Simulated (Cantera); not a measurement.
Cantera run:

```python
import numpy as np
import cantera as ct

gas_names = """
    H H2 N NH NH2 NH3 N2 N2H2 N2H4 Si SiH SiH2 SiH3 SiH4 SiN Si2 Si2N Si3
""".split()
cond_names = """
    Si(cr) Si(L) Si3N4(a)
""".split()


# ... load() reads the species with a 1 bar reference pressure and builds the phases ...
atoms = {
    'trisilylamine': {'Si': 3, 'N': 1, 'H': 9},
    'N2': {'N': 2},
}
top_T = {'Si3N4(a)': 2400}  # K; cautious upper limits of use, not melting points


# ... equilibrate(T, P, feed) seeds the gas with the atoms and calls Mixture.equilibrate('TP', solver="vcs", rtol=1e-11, max_steps=5000) ...
results = []
feed = {'trisilylamine': 1, 'N2': 0.34}  # mol
T = 1100  # K
P = 9300  # Pa
mix = equilibrate(T, P, feed)
results.append((T, P, feed, dict(zip(mix.species_names, mix.species_moles))))
print(gas.report(threshold=0.001))
for i in range(1, mix.n_phases):
    print(f"{mix.phase(i).name:16s} {mix.phase_moles(i):12.5e} mol")
```

Output:

```
       temperature   1100 K
          pressure   9300 Pa
           density   0.00205 kg/m^3
  mean mol. weight   2.016 kg/kmol
   phase of matter   gas

                          1 kg             1 kmol
                     ---------------   ---------------
          enthalpy        1.1769e+07        2.3727e+07  J
   internal energy        7.2325e+06        1.4581e+07  J
           entropy             93691        1.8888e+05  J/K
    Gibbs function       -9.1291e+07       -1.8404e+08  J
 heat capacity c_p             15196             30635  J/K
 heat capacity c_v             11071             22320  J/K

                      mass frac. Y      mole frac. X     chem. pot. / RT
                     ---------------   ---------------   ---------------
                H2                 1                 1           -20.123
     [  +17 minor]        1.0139e-06        1.4858e-07

Si(cr)            1.74000e+00 mol
Si3N4(a)          4.20000e-01 mol
```

These are equilibrium values from Cantera (NASA tables, ideal gas, pure condensed phases), not measurements of a reactor. The feed counts by its element totals alone. Mutual solubility and eutectic melting of coexisting phases are not modelled.
